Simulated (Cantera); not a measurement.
A Cantera script and what it prints.

```python
import numpy as np
import cantera as ct

gas_names = [...]  # 116 gases of nasa_gas.yaml made of C, H, Mg, O
cond_names = """
    C(gr) C6H6(L) C7H8(L) C8H18(L),n-octa H2O(s) H2O(L) Mg(cr) Mg(L) MgCO3(s) MgO(s) MgO(L) MgO2H2(s)
""".split()


# ... load() reads the species with a 1 bar reference pressure and builds the phases ...
atoms = {
    'Mg(OH)2': {'Mg': 1, 'O': 2, 'H': 2},
    'CO2': {'C': 1, 'O': 2},
    'O2': {'O': 2},
}
top_T = {'C(gr)': 4500}  # K; cautious upper limits of use, not melting points


# ... equilibrate(T, P, feed) seeds the gas with the atoms and calls Mixture.equilibrate('TP', solver="vcs", rtol=1e-11, max_steps=5000) ...
results = []
feed = {'Mg(OH)2': 1, 'CO2': 0.77, 'O2': 8.6}  # mol
T = 1900  # K
P = 1333.22  # Pa
mix = equilibrate(T, P, feed)
results.append((T, P, feed, dict(zip(mix.species_names, mix.species_moles))))
print(gas.report(threshold=1e-05))
for i in range(1, mix.n_phases):
    print(f"{mix.phase(i).name:16s} {mix.phase_moles(i):12.5e} mol")
```

It prints:

```
       temperature   1900 K
          pressure   1333.2 Pa
           density   0.0026547 kg/m^3
  mean mol. weight   31.456 kg/kmol
   phase of matter   gas

                          1 kg             1 kmol
                     ---------------   ---------------
          enthalpy        2.4886e+05        7.8281e+06  J
   internal energy       -2.5335e+05       -7.9694e+06  J
           entropy            9855.2        3.1001e+05  J/K
    Gibbs function       -1.8476e+07       -5.8119e+08  J
 heat capacity c_p              1286             40452  J/K
 heat capacity c_v            1021.7             32137  J/K

                      mass frac. Y      mole frac. X     chem. pot. / RT
                     ---------------   ---------------   ---------------
                CO        0.00034294        0.00038514           -46.705
               CO2           0.10306          0.073667           -63.252
                 H        2.3741e-06        7.4087e-05           -16.348
                H2        7.4477e-06        0.00011621           -32.696
               H2O          0.053585          0.093565           -49.242
                 O         0.0011936         0.0023467           -16.546
                OH         0.0026493         0.0049001           -32.894
                O2           0.83915           0.82494           -33.093
     [ +108 minor]        5.5525e-06        4.0562e-06

C(gr)             0.00000e+00 mol
Mg(L)             0.00000e+00 mol
MgO(s)            9.99976e-01 mol
```

Equilibrium computed with Cantera from the NASA thermochemical tables; the gas is ideal and each condensed phase is pure.
